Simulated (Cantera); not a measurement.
Cantera run:

```python
import numpy as np
import cantera as ct

gas_names = """
    CL CL2 H HCL H2 Si SiCL SiCL2 SiCL3 SiCL4 SiH SiHCL3 SiH2 SiH2CL2 SiH3 SiH3CL SiH4 Si2 Si3
""".split()
cond_names = """
    Si(cr) Si(L)
""".split()


# ... load() reads the species with a 1 bar reference pressure and builds the phases ...
atoms = {
    'SiCl4': {'Si': 1, 'CL': 4},
    'HCl': {'H': 1, 'CL': 1},
    'H2': {'H': 2},
}
top_T = {}  # K; cautious upper limits of use, not melting points


# ... equilibrate(T, P, feed) seeds the gas with the atoms and calls Mixture.equilibrate('TP', solver="vcs", rtol=1e-11, max_steps=5000) ...
results = []
feed = {'SiCl4': 1, 'HCl': 0.93, 'H2': 1.8}  # mol
P = 100000  # Pa
for T in [923, 973, 1023, 1073, 1123, 1173, 1223, 1273, 1323]:
    mix = equilibrate(T, P, feed)
    results.append((T, P, feed, dict(zip(mix.species_names, mix.species_moles))))

top = {s: max(r[3][s] / sum(r[3][g] for g in gas_names) for r in results) for s in gas_names}
cols = sorted((s for s in top if top[s] > 0.001), key=lambda s: -top[s])[:9]
seen = [c for c in cond_names if any(r[3].get(c, 0) > 1e-12 for r in results)]
print("log10 of partial pressures in bar; condensed amounts in mol")
print(f"{'T/K':>10s}" + "".join(f"{s[:9]:>10s}" for s in cols + seen))
for T, P, feed, n in results:
    ng = sum(n[g] for g in gas_names)
    print(f"{T:10.4g}" + "".join(f"{np.log10(max(n[s] / ng * P / 1e5, 1e-99)):10.3f}" for s in cols)
          + "".join(f"{n.get(c, 0):10.4g}" for c in seen))
```

Result:

```
log10 of partial pressures in bar; condensed amounts in mol
       T/K        H2       HCL     SiCL4    SiHCL3     SiCL3     SiCL2
       923    -0.318    -0.600    -0.575    -2.741    -4.808    -7.436
       973    -0.319    -0.598    -0.576    -2.548    -4.303    -6.571
      1023    -0.320    -0.596    -0.579    -2.376    -3.850    -5.796
      1073    -0.322    -0.592    -0.582    -2.224    -3.443    -5.099
      1123    -0.324    -0.588    -0.587    -2.089    -3.076    -4.471
      1173    -0.328    -0.582    -0.593    -1.972    -2.746    -3.905
      1223    -0.332    -0.574    -0.602    -1.871    -2.450    -3.396
      1273    -0.338    -0.563    -0.615    -1.788    -2.186    -2.941
      1323    -0.346    -0.548    -0.633    -1.726    -1.956    -2.541
```

Cantera equilibrium calculation (NASA polynomials, part measured and part estimated; ideal gas, pure solids and liquids). The tables' values for SiCl3 are old estimates; treat these amounts as uncertain.
